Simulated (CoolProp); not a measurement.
A single-stage vapour-compression cycle with the fluid: evaporating at 310.15 K (dew point), condensing at 330.15 K (bubble point), superheat 2 K, subcooling 2 K, compressor efficiency 0.9, no pressure losses. The same conditions are run with several fluids, on thermodynamics alone (safety and materials aside).

Values from CoolProp's reference Helmholtz-energy equation of state of each fluid (R152A: Outcalt 1996; R114: Platzer 1990; CH2F2 (R32): Tillner-Roth 1997; n-pentane: Thol 2019; R123: Younglove 1994; R134a: Tillner-Roth 1994). The equations of Platzer and Polt are older, rougher fits.

Q: Rank R152A, R114, CH2F2 (R32), n-pentane, R123, R134a by cooling COP, highest first.

A: R123 (13.1), n-pentane (13.0), R114 (12.6), R152A (12.5), R134a (12.1), CH2F2 (R32) (11.1)

| fluid | pressure ratio | discharge temperature (K) | refrigerating effect (kJ/kg) | volumetric capacity (kJ/m³) |
|---|---|---|---|---|
| R152A | 1.67 | 338.2 | 232 | 5970 |
| R114 | 1.73 | 330.1 | 106 | 2380 |
| CH2F2 (R32) | 1.60 | 345.9 | 209 | 13700 |
| n-pentane | 1.88 | 330.1 | 317 | 964 |
| R123 | 1.88 | 331.4 | 149 | 1290 |
| R134a | 1.67 | 334.9 | 141 | 6390 |

The compression ends wet for: R114; n-pentane.
